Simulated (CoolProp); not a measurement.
Nitrous oxide at 476.31 K and 0.129 MPa is throttled through a valve to 0.0286 MPa with no heat exchange. Each further row changes one setting.

Values from CoolProp's reference Helmholtz-energy equation of state, Lemmon 2006. It is a short technical equation, of lower accuracy than the large ones.

| case | temperature change (K) | final density (kg/m³) |
|---|---|---|
| as stated | -0.4 | 0.318 |
| outlet pressure 0.00858 MPa | -0.5 | 0.0955 |
| outlet pressure 0.0372 MPa | -0.3 | 0.414 |
